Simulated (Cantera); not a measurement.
**Adiabatic ignition**

An adiabatic, constant-pressure homogeneous reactor starts with H2 : O2 : N2 : H2O = 1 : 0.5 : 1.88 : 0.26 (molar parts), at 1023 K and 1.00 atm.

Detailed kinetics in Cantera: the H2/O2 subset of GRI-Mech 3.0, which has no nitrogen chemistry.

```json
[
 {"t (s)": "6.00e-6", "T (K)": "1023", "x H2": "0.275", "x O2": "0.137", "x OH": "9.44e-12", "x HO2": "4.50e-10", "x O": "2.50e-11"},
 {"t (s)": "2.14e-5", "T (K)": "1023", "x H2": "0.275", "x O2": "0.137", "x OH": "3.91e-11", "x HO2": "2.90e-9", "x O": "1.10e-10"},
 {"t (s)": "7.63e-5", "T (K)": "1023", "x H2": "0.275", "x O2": "0.137", "x OH": "1.95e-10", "x HO2": "3.14e-8", "x O": "5.55e-10"},
 {"t (s)": "0.000272", "T (K)": "1023", "x H2": "0.275", "x O2": "0.137", "x OH": "3.26e-9", "x HO2": "9.83e-7", "x O": "9.24e-9"},
 {"t (s)": "0.000971", "T (K)": "2573", "x H2": "0.0331", "x O2": "0.0124", "x OH": "0.0186", "x HO2": "4.08e-6", "x O": "0.00292"},
 {"t (s)": "0.00346", "T (K)": "2602", "x H2": "0.0310", "x O2": "0.0115", "x OH": "0.0177", "x HO2": "3.90e-6", "x O": "0.00252"},
 {"t (s)": "0.0124", "T (K)": "2602", "x H2": "0.0310", "x O2": "0.0115", "x OH": "0.0177", "x HO2": "3.90e-6", "x O": "0.00252"},
 {"t (s)": "0.0441", "T (K)": "2602", "x H2": "0.0310", "x O2": "0.0115", "x OH": "0.0177", "x HO2": "3.90e-6", "x O": "0.00252"},
 {"t (s)": "0.157", "T (K)": "2602", "x H2": "0.0310", "x O2": "0.0115", "x OH": "0.0177", "x HO2": "3.90e-6", "x O": "0.00252"},
 {"t (s)": "0.561", "T (K)": "2602", "x H2": "0.0310", "x O2": "0.0115", "x OH": "0.0177", "x HO2": "3.90e-6", "x O": "0.00252"},
 {"t (s)": "2.00", "T (K)": "2602", "x H2": "0.0310", "x O2": "0.0115", "x OH": "0.0177", "x HO2": "3.90e-6", "x O": "0.00252"}
]
```
x: mole fraction; the columns are a selection and need not sum to one.

```json
{
  "time_of_steepest_temperature_rise": "0.682 ms",
  "temperature at 2.00 s": "2602 K",
  "equilibrium_temperature": "2602 K",
  "x(H2) at 2.00 s": "0.0310 (gas-phase equilibrium 0.0310)",
  "x(O2) at 2.00 s": "0.0115 (gas-phase equilibrium 0.0115)",
  "x(OH) at 2.00 s": "0.0177 (gas-phase equilibrium 0.0177)"
}
```
